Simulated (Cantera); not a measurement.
**Ignition delay**

Mixture: CH4 : C2H6 : C3H8 : O2 : N2 = 1 : 0.14 : 0.19 : 3.27 : 12.3 (molar parts), equivalence ratio 1.1, at 17300 Torr, adiabatic and at constant pressure. Ignition delay is the time to a rise of 400 K.

Computed with Cantera and GRI-Mech 3.0 (53 species, 325 reactions). GRI-Mech 3.0 was tuned for natural gas; its chemistry of propane as a main component is partial and can be far from experiment. The pressure lies above the range GRI-Mech 3.0 was tuned for (to about 10 atm).

```
T0 (K)  delay (ms)
------  ----------
1300         0.130
1375        0.0572
1450        0.0268
1525        0.0135
1600       0.00729
1675       0.00424
1750       0.00264
1825       0.00174
1900       0.00121
```

The apparent activation energy between 1750 and 1900 K comes out as 140 kJ/mol.
